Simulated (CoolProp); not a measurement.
R236EA along the isotherm 248 K: fugacity coefficient from the reference equation and from simpler models built on Tc = 412.4 K, pc = 3.414 MPa, ω = 0.368; each cubic takes its own stable root.

Computed with CoolProp (reference Helmholtz-energy equation of state, Rui 2013).

| p (MPa) | phase | reference |
|---|---|---|
| 0.019 | gas | 0.9878 |
| 0.036 | liquid | 0.6338 |
| 0.0682 | liquid | 0.3351 |
| 0.129 | liquid | 0.1777 |
| 0.245 | liquid | 0.09405 |
| 0.465 | liquid | 0.05007 |
| 0.881 | liquid | 0.02694 |
| 1.67 | liquid | 0.01475 |
| 3.16 | liquid | 0.008356 |

**Question.** How far does each simpler model (van der Waals, Redlich-Kwong, Soave-Redlich-Kwong) lie from the reference over these 9 states: mean and median of the absolute difference, and the worst?

**Answer.** 
- van der Waals: mean 682.1 %, median 890.1 %, worst +1203.3 % at 248 K and 3.16 MPa
- Redlich-Kwong: mean 164.8 %, median 204.4 %, worst +210.4 % at 248 K and 3.16 MPa
- Soave-Redlich-Kwong: mean 0.3 %, median 0.1 %, worst +1.3 % at 248 K and 3.16 MPa

At some of these states van der Waals, Redlich-Kwong gives the other phase, because its saturation line lies elsewhere.
